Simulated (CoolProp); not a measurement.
R21 at 293.15 K and 0.114 MPa is throttled through a valve to 0.00951 MPa with no heat exchange. Each further row changes one setting.

The numbers come from the reference Helmholtz-energy equation of state, Platzer 1990 in CoolProp. This equation is an older, rougher fit.

| case | temperature change (K) | final density (kg/m³) |
|---|---|---|
| as stated | ? | ? |
| outlet pressure 0.00285 MPa | ? | ? |
| outlet pressure 0.0124 MPa | ? | ? |

What belongs in the gaps?


- as stated, temperature change (K): -4.8
- as stated, final density (kg/m³): 0.409
- outlet pressure 0.00285 MPa, temperature change (K): -5.1
- outlet pressure 0.00285 MPa, final density (kg/m³): 0.123
- outlet pressure 0.0124 MPa, temperature change (K): -4.6
- outlet pressure 0.0124 MPa, final density (kg/m³): 0.534
